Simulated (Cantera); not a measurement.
An isothermal, constant-pressure homogeneous reactor starts with CH₄ : N₂ = 1 : 10 (molar parts), at 1475 K and 52000 Pa.

Model: GRI-Mech 3.0 (53 species, 325 reactions), integrated in Cantera. GRI-Mech 3.0 stops at C3 and has no aromatics, soot or wall deposition, so with more carbon than oxygen in the feed, carbon stays in small species such as C2H2 where larger ones or solid carbon would form.

Problem. Predict: x(CH₄) at 200 s; x(C₂H₆) at 200 s; x(CH₃) at 200 s; x(H₂) at 200 s; x(C₂H₂) at 200 s.

Solution. 
| Item | Value |
|---|---|
| x(CH₄) at 200 s | 0.00461 (gas-phase equilibrium 0.00289) |
| x(C₂H₆) at 200 s | 5.54e-7 (gas-phase equilibrium 2.12e-7) |
| x(CH₃) at 200 s | 4.91e-6 (gas-phase equilibrium 3.04e-6) |
| x(H₂) at 200 s | 0.118 (gas-phase equilibrium 0.121) |
| x(C₂H₂) at 200 s | 0.0387 (gas-phase equilibrium 0.0141) |
